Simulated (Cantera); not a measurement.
A closed system holds: 1 mol B₂O₃, 50 mol H₂, 3.1 mol NH₃, held at 1225 K and 10.0 mbar.

Equilibrium computed with Cantera from the NASA thermochemical tables; the gas is ideal and each condensed phase is pure. Candidate condensed phases: B, BN, B₂O₃, B₃O₃H₃, H₂O; 39 gas species. Mutual solubility and eutectic melting of coexisting phases are not modelled. Kinetics and transport are ignored.

Base state: H₂ 0.972, N₂ 0.0274, H₂O 0.000556, HBO₂ 0.000278, HBO 3.26e-5 (mole fractions); condensed: BN(s) + B₂O₃(l).

Task: What changes in the equilibrium state with this change: pressure from 10.0 mbar to 0.100 bar?

Result: 
```csv
species,before,after
H₂,0.972,0.971
N₂,0.0274,0.0272
H₂O,0.000556,0.00119
HBO₂,0.000278,0.000129
HBO,3.26e-5,7.03e-6
"BN(s), mol",0.0254,0.0470
"B₂O₃(l), mol",0.978,0.973
```
Gases not in the tables: H₃BO₃.
